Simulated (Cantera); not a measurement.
Cantera run:

```python
import numpy as np
import cantera as ct

gas_names = """
    C CH CH2 CH3 CH2OH CH3O CH4 CH3OH CO COS CO2 COOH CS CS2 C2 C2H CHCO,ketyl C2H2,acetylene
    C2H2,vinylidene CH2CO,ketene C2H3,vinyl CH3CO,acetyl C2H4 C2H4O,ethylen CH3CHO,ethanal CH3COOH
    (HCOOH)2 C2H5 C2H6 CH3OCH3 C2H5OH C2O C3 C3H3,propargyl C3H4,allene C3H4,propyne C3H4,cyclo-
    C3H5,allyl C3H6,propylene C3H6,cyclo- C3H6O C3H7,n-propyl C3H7,i-propyl C3H8 C3H8O,1propanol
    C3H8O,2propanol C3O2 C4 C4H2 C4H4,1,3-cyclo- C4H6,butadiene C4H6,2-butyne C4H6,cyclo- C4H8,1-butene
    C4H8,cis2-buten C4H8,tr2-butene C4H8,isobutene C4H8,cyclo- (CH3COOH)2 C4H9,n-butyl C4H9,i-butyl
    C4H9,s-butyl C4H9,t-butyl C4H10,isobutane C4H10,n-butane C5 C5H6,1,3cyclo- C5H8,cyclo-
    C5H10,1-pentene C5H10,cyclo- C5H11,pentyl C5H11,t-pentyl C5H12,n-pentane C5H12,i-pentane
    CH3C(CH3)2CH3 C6H2 C6H5,phenyl C6H5O,phenoxy C6H6 C6H5OH,phenol C6H10,cyclo- C6H12,1-hexene
    C6H12,cyclo- C6H13,n-hexyl C7H7,benzyl C7H8 C7H8O,cresol C7H14,1-heptene C7H15,n-heptyl
    C7H16,n-heptane C8H8,styrene C8H10,ethylbenz C8H16,1-octene C8H17,n-octyl C8H18,isooctane
    C8H18,n-octane C9H19,n-nonyl C10H8,naphthale C10H21,n-decyl C12H9,o-bipheny C12H10,bipheny H HCO HO2
    H2 HCHO,formaldehy HCOOH H2O H2O2 H2S H2SO4 Mg MgH MgO MgOH MgO2H2 MgS Mg2 O OH O2 O3 S SH SO SO2
    SO3 S2 S2O S8
""".split()
cond_names = """
    C(gr) C6H6(L) C7H8(L) C8H18(L),n-octa H2O(s) H2O(L) H2SO4(L) Mg(cr) Mg(L) MgCO3(s) MgO(s) MgO(L)
    MgO2H2(s) MgS(s) MgSO4(s) MgSO4(L) S(cr1) S(cr2) S(L)
""".split()


def load(file, names, dense=False):
    # The tables refer to 1 bar. Condensed volumes are neglected.
    table = {s.name: s for s in ct.Species.list_from_file(file)}
    out = []
    for n in names:
        d = dict(table[n].input_data)
        d["thermo"] = dict(d["thermo"], **{"reference-pressure": 1e5})
        if dense:
            d["equation-of-state"] = {"model": "constant-volume", "density": "1e6 g/cm^3"}
        out.append(ct.Species.from_dict(d))
    return out


gas = ct.Solution(thermo="ideal-gas", species=load("nasa_gas.yaml", gas_names))
cond = {s.name: ct.Solution(thermo="fixed-stoichiometry", species=[s], name=s.name)
        for s in load("nasa_condensed.yaml", cond_names, dense=True)}
atoms = {
    'MgCO3': {'Mg': 1, 'C': 1, 'O': 3},
    'H2S': {'H': 2, 'S': 1},
    'O2': {'O': 2},
}
top_T = {'C(gr)': 4500, 'MgS(s)': 2250}  # K; cautious upper limits of use, not melting points


def equilibrate(T, P, feed):
    n = {}
    for name, mol in feed.items():
        for a, k in atoms[name].items():
            n[a] = n.get(a, 0.0) + k * mol
    gas.TPX = T, P, n
    mass = sum(n.values()) * gas.mean_molecular_weight
    gas.equilibrate("TP")
    valid = [c for c in cond.values() if c.min_temp <= T <= top_T.get(c.name, c.max_temp)]
    mix = ct.Mixture([(gas, mass / gas.mean_molecular_weight)] + [(c, 0.0) for c in valid])
    mix.T, mix.P = T, P
    mix.equilibrate("TP", solver="vcs", rtol=1e-11, max_steps=5000)
    return mix


results = []
feed = {'MgCO3': 1, 'H2S': 1.3, 'O2': 2.5}  # mol
P = 25000  # Pa
for T in [648, 748, 848, 948, 1048, 1148, 1248, 1348, 1448, 1548, 1648, 1748]:
    mix = equilibrate(T, P, feed)
    results.append((T, P, feed, dict(zip(mix.species_names, mix.species_moles))))
    x = sorted(zip(gas.X, gas.species_names), reverse=True)
    print(f"T = {T:g} K  P = {P:g} Pa  gas = {mix.phase_moles(0):.4g} mol")
    print("   x: " + "  ".join(f"{s} {v:.3e}" for v, s in x if v > 0.001))
    print("   condensed (mol): " + ("  ".join(f"{mix.phase(i).name} {mix.phase_moles(i):.4g}"
          for i in range(1, mix.n_phases) if mix.phase_moles(i) > 1e-12) or "none"))
```

Result:

```
T = 648 K  P = 25000 Pa  gas = 2.582 mol
   x: H2O 4.964e-01  CO2 3.874e-01  SO2 7.747e-02  SO3 3.159e-02  H2SO4 7.150e-03
   condensed (mol): MgSO4(s) 1
T = 748 K  P = 25000 Pa  gas = 2.598 mol
   x: H2O 4.995e-01  CO2 3.849e-01  SO2 7.718e-02  SO3 3.746e-02
   condensed (mol): MgSO4(s) 1
T = 848 K  P = 25000 Pa  gas = 2.607 mol
   x: H2O 4.985e-01  CO2 3.836e-01  SO2 8.235e-02  SO3 3.260e-02  O2 2.815e-03
   condensed (mol): MgSO4(s) 1
T = 948 K  P = 25000 Pa  gas = 2.627 mol
   x: H2O 4.948e-01  CO2 3.806e-01  SO2 9.706e-02  SO3 1.710e-02  O2 1.047e-02
   condensed (mol): MgSO4(s) 1
T = 1048 K  P = 25000 Pa  gas = 2.641 mol
   x: H2O 4.923e-01  CO2 3.787e-01  SO2 1.066e-01  O2 1.544e-02  SO3 6.990e-03
   condensed (mol): MgSO4(s) 1
T = 1148 K  P = 25000 Pa  gas = 2.646 mol
   x: H2O 4.913e-01  CO2 3.779e-01  SO2 1.105e-01  O2 1.744e-02  SO3 2.912e-03
   condensed (mol): MgSO4(s) 1
T = 1248 K  P = 25000 Pa  gas = 4.13 mol
   x: H2O 3.148e-01  SO2 3.051e-01  CO2 2.421e-01  O2 1.283e-01  SO3 9.678e-03
   condensed (mol): MgO(s) 1
T = 1348 K  P = 25000 Pa  gas = 4.14 mol
   x: H2O 3.140e-01  SO2 3.091e-01  CO2 2.416e-01  O2 1.304e-01  SO3 4.961e-03
   condensed (mol): MgO(s) 1
T = 1448 K  P = 25000 Pa  gas = 4.144 mol
   x: H2O 3.136e-01  SO2 3.109e-01  CO2 2.413e-01  O2 1.313e-01  SO3 2.772e-03
   condensed (mol): MgO(s) 1
T = 1548 K  P = 25000 Pa  gas = 4.147 mol
   x: H2O 3.134e-01  SO2 3.118e-01  CO2 2.411e-01  O2 1.317e-01  SO3 1.668e-03
   condensed (mol): MgO(s) 1
T = 1648 K  P = 25000 Pa  gas = 4.149 mol
   x: H2O 3.131e-01  SO2 3.123e-01  CO2 2.410e-01  O2 1.319e-01  SO3 1.068e-03
   condensed (mol): MgO(s) 1
T = 1748 K  P = 25000 Pa  gas = 4.15 mol
   x: H2O 3.126e-01  SO2 3.125e-01  CO2 2.408e-01  O2 1.320e-01  OH 1.111e-03
   condensed (mol): MgO(s) 1
```

Cantera equilibrium calculation (NASA polynomials, part measured and part estimated; ideal gas, pure solids and liquids).
